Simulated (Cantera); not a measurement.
Charge: 1 mol B₂H₆, 0.08 mol H₂O, 11 mol H₂, equilibrated at 0.000570 bar.

Method: chemical equilibrium by Gibbs-energy minimisation in Cantera with the NASA 1993 tables (ideal gas, pure condensed phases). Candidate condensed phases: B, B₂O₃, B₃O₃H₃, H₂O; 23 gas species. The feed counts by its element totals alone. Equilibrium is a limit: real reactors are often held back by kinetics, nucleation or transport. All values below are at 1127 °C.

Base state: H₂ 0.994, HBO 0.00508, B₂O₂ 0.000258, H 0.000203, BO 3.15e-5, HBO₂ 1.09e-5 (mole fractions); condensed: B(s).

Task: What changes in the equilibrium state with this change: pressure from 0.000570 bar to 1.00 bar?

Result: 
| species | before | after |
|---|---|---|
| H₂ | 0.994 | 0.998 |
| B₃O₃H₃ | 2.13e-7 | 0.00165 |
| HBO | 0.00508 | 0.000691 |
| BO | 3.15e-5 | 1.02e-7 |
| B₂O₂ | 0.000258 | 4.77e-6 |
| H | 0.000203 | 4.86e-6 |
| B(s), mol | 1.92 | 1.92 |
